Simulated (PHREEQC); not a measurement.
Solution (25 °C): 0.039 mol/kgw NH4HF2 and 0.0075 mol/kgw (NH4)2SiF6. Closed to the air; pH follows from the charge balance.

Model: ion-association model, wateq4f.dat, run in PHREEQC.

| quantity | before | after |
|---|---|---|
| pH | 3.15 | 3.08 |
| ionic strength (mol/kgw) | 0.0623 | 0.265 |
| F- (mol/kgw) | 0.0357 | 0.0358 |
| HF (mol/kgw) | 0.0295 | 0.0290 |
| HF2- (mol/kgw) | 0.00410 | 0.00424 |
| H2F2 (mol/kgw) | 0.00230 | 0.00233 |
| SI of Quartz (SiO2) | -6.79 | -5.93 |

Task: Which change was made?
A) 0.0015 mol/kgw NaOH added
B) NH4HF2 from 0.039 to 0.0585 mol/kgw
C) 0.0034 mol/kgw CO2 added
D) (NH4)2SiF6 from 0.0075 to 0.075 mol/kgw
E) NH4HF2 from 0.039 to 0.195 mol/kgw

Result: D, (NH4)2SiF6 from 0.0075 to 0.075 mol/kgw

No solid was allowed to form. SiF6-2 is the database's only silicon fluoride.
